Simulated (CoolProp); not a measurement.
Model: reference Helmholtz-energy equation of state, Thol 2016, in CoolProp.

For hexamethyldisiloxane (MM), give the phase and the Z, cp (kJ/(kg K)), speed of sound (m/s), isothermal compressibility (1/MPa) at 399.8 K and 2610 kPa; 432.5 K and 2610 kPa.


- 399.8 K and 2610 kPa: liquid; Z 0.196, cp 2.18, speed of sound 572, isothermal compressibility 0.00569
- 432.5 K and 2610 kPa: liquid; Z 0.193, cp 2.28, speed of sound 470, isothermal compressibility 0.00904
